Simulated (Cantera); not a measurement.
Input (Python, Cantera):

```python
import numpy as np
import cantera as ct

gas = ct.Solution("h2o2.yaml")
gas.TPX = 400, 240000, {'H2': 1, 'O2': 0.357, 'N2': 1.34}
inlet = ct.Reservoir(gas, clone=True)
gas.equilibrate("HP")  # start burning
reactor = ct.IdealGasConstPressureReactor(gas, energy="on", clone=False)
exhaust = ct.Reservoir(gas, clone=True)
tau = [0.08, 0.034, 0.014, 0.0061, 0.0026, 0.0011, 0.00047, 0.0002, 8.4e-05, 3.6e-05, 1.5e-05, 6.4e-06][0]
for a, b in ((inlet, reactor), (reactor, exhaust)):
    ct.MassFlowController(a, b, mdot=lambda t: reactor.mass / tau)
net = ct.ReactorNet([reactor])
show = ['H2', 'O2', 'HO2', 'H2O', 'O', 'H2O2', 'OH']

rows = []
print(f"{'tau/s':>10s}{'T/K':>9s}" + "".join(f"{s:>11s}" for s in show))
for tau in [0.08, 0.034, 0.014, 0.0061, 0.0026, 0.0011, 0.00047, 0.0002, 8.4e-05, 3.6e-05, 1.5e-05, 6.4e-06]:
    net.initial_time = 0.0
    net.advance(30 * tau)
    before = gas.X
    net.advance(40 * tau)
    drift = np.max(np.abs(gas.X - before) / (gas.X + 1e-9))
    rows.append([gas.T, *gas[show].X, drift])
    print(f"{tau:10.3e}{gas.T:9.1f}" + "".join(f"{x:11.3e}" for x in gas[show].X))
```

Output:

```
     tau/s      T/K         H2         O2        HO2        H2O          O       H2O2         OH
 8.000e-02   2365.3  1.211e-01  4.187e-05  3.592e-08  3.027e-01  2.940e-05  1.557e-08  1.521e-03
 3.400e-02   2361.3  1.209e-01  6.256e-05  5.207e-08  3.024e-01  3.730e-05  1.993e-08  1.706e-03
 1.400e-02   2352.9  1.207e-01  1.062e-04  9.297e-08  3.017e-01  5.644e-05  2.971e-08  2.080e-03
 6.100e-03   2338.9  1.203e-01  1.848e-04  1.834e-07  3.005e-01  9.650e-05  4.770e-08  2.683e-03
 2.600e-03   2315.6  1.197e-01  3.370e-04  3.875e-07  2.986e-01  1.838e-04  7.985e-08  3.621e-03
 1.100e-03   2279.5  1.188e-01  6.267e-04  8.048e-07  2.956e-01  3.643e-04  1.309e-07  4.923e-03
 4.700e-04   2226.5  1.177e-01  1.155e-03  1.571e-06  2.913e-01  7.082e-04  2.066e-07  6.512e-03
 2.000e-04   2150.8  1.165e-01  2.094e-03  2.939e-06  2.852e-01  1.320e-03  3.261e-07  8.213e-03
 8.400e-05   2046.3  1.151e-01  3.705e-03  5.424e-06  2.770e-01  2.296e-03  5.414e-07  9.620e-03
 3.600e-05   1916.0  1.142e-01  6.280e-03  9.936e-06  2.669e-01  3.556e-03  9.600e-07  1.013e-02
 1.500e-05   1754.0  1.161e-01  1.099e-02  1.973e-05  2.531e-01  4.896e-03  1.873e-06  9.306e-03
 6.400e-06   1563.8  1.329e-01  2.200e-02  4.635e-05  2.284e-01  5.603e-03  3.622e-06  6.994e-03
```

Cantera simulation using the H2/O2 subset of GRI-Mech 3.0, which has no nitrogen chemistry; the numbers are that mechanism's predictions, not measurements. The hydrogen kinetics of GRI-Mech 3.0 are dated; newer H2 mechanisms differ, most at raised pressure.
